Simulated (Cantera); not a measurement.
An isothermal, constant-pressure homogeneous reactor starts with 5.66 % H2, 4.72 % O2, 89.6 % N2, equivalence ratio 0.60, at 1025 K and 0.620 bar.

Detailed kinetics in Cantera: the H2/O2 subset of GRI-Mech 3.0, which has no nitrogen chemistry. The temperature is held fixed by assumption; the heat of reaction is taken as removed at once.

x: mole fraction; the columns are a selection and need not sum to one.

```
t (s)         x H2    x O2     x H2O     x HO2       x O
--------  --------  ------  --------  --------  --------
8.00e-5     0.0566  0.0472  3.54e-10  3.18e-10  5.72e-11
0.000233    0.0566  0.0472   1.61e-8   6.08e-9       ___
0.000679    0.0563  0.0470  0.000201   1.66e-5       ___
0.00198    0.00143  0.0201    0.0566   9.29e-6       ___
0.00577   0.000346  0.0196    0.0579   5.06e-6       ___
0.0168    0.000112  0.0195    0.0581   2.51e-6       ___
0.0490     3.09e-5  0.0194    0.0582   9.11e-7       ___
0.143      5.50e-6  0.0194    0.0582   1.88e-7       ___
0.416      3.68e-7  0.0194    0.0583   1.45e-8       ___
1.21       5.08e-9  0.0194    0.0583  8.52e-10       ___
3.53      6.95e-10  0.0194    0.0583  2.94e-10  7.20e-10
10.3      2.48e-10  0.0194    0.0583  1.57e-10  2.56e-10
30.0      1.18e-10  0.0194    0.0583  1.41e-10  1.01e-10
```

Q: Complete the blanks.

A: 
- 0.000233, x O: 1.61e-9
- 0.000679, x O: 1.58e-5
- 0.00198, x O: 9.22e-5
- 0.00577, x O: 9.48e-6
- 0.0168, x O: 1.69e-6
- 0.0490, x O: 2.81e-7
- 0.143, x O: 3.76e-8
- 0.416, x O: 6.29e-9
- 1.21, x O: 2.03e-9
